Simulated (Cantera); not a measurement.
Input: 1 mol LiCl, 26 mol H2, 0.75 mol HCl, held at 527 °C and 0.825 Torr.

Equilibrium computed with Cantera from the NASA thermochemical tables; the gas is ideal and each condensed phase is pure. Candidate condensed phases: Li, LiCl, LiH; 11 gas species. Kinetics and transport are ignored.

Base state: H2 0.970, HCl 0.0280, Li2Cl2 0.00130, LiCl 0.000616, Li3Cl3 0.000114 (mole fractions); condensed: LiCl(s).

Problem. What changes in the equilibrium state with this change: pressure from 0.825 Torr to 10.5 Torr?

Solution. 
```tsv
species	before	after
H2	0.970	0.972
HCl	0.0280	0.0280
Li2Cl2	0.00130	0.000102
LiCl	0.000616	4.84e-5
Li3Cl3	0.000114	8.92e-6
LiCl(s), mol	0.905	0.993
```
